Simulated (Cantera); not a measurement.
# CF4 + Si (fluorocarbon and chlorocarbon gases)

Charge: 1 mol CF4, 0.15 mol Si, at 1377 °C and 25.0 mbar.

These are equilibrium values from Cantera (NASA tables, ideal gas, pure condensed phases), not measurements of a reactor. Candidate condensed phases: C, Si, SiC; 23 gas species. Gases not in the tables: C2F6 and larger saturated fluorocarbons. Kinetics and transport are ignored.

x(CF4): 0.848
x(SiF4): 0.150
x(CF2): 0.00190
x(CF3): 0.000363
x(F): 0.000303
n(C(graphite)): 0.149 mol
gas amount: 1.001 mol
log10 activity of Si(s) (absent): -22.76
